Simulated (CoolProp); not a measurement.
A single-stage vapour-compression cycle with R22: evaporating at 308.15 K (dew point), condensing at 348.15 K (bubble point), superheat 8 K, subcooling 8 K, compressor efficiency 0.85, no pressure losses. Each further row changes one setting.

Model: reference Helmholtz-energy equation of state, Kamei 1995, in CoolProp.

```csv
case,cooling COP,pressure ratio,discharge temperature (K),refrigerating effect (kJ/kg),volumetric capacity (kJ/m³)
as stated,5.07,2.45,374.6,135,7420
evaporating temperature 313.15 K,6.01,2.16,[?],136,8520
condensing temperature 343.15 K,6.05,2.21,[?],143,7830
subcooling 13 K,[?],2.45,374.6,143,7850
superheat 18 K,5.07,2.45,384.6,144,7440
compressor efficiency 0.75,4.48,2.45,[?],135,7420
```

Fill in the missing entries.


- evaporating temperature 313.15 K, discharge temperature (K): 372.2
- condensing temperature 343.15 K, discharge temperature (K): 367.5
- subcooling 13 K, cooling COP: 5.37
- compressor efficiency 0.75, discharge temperature (K): 377.9
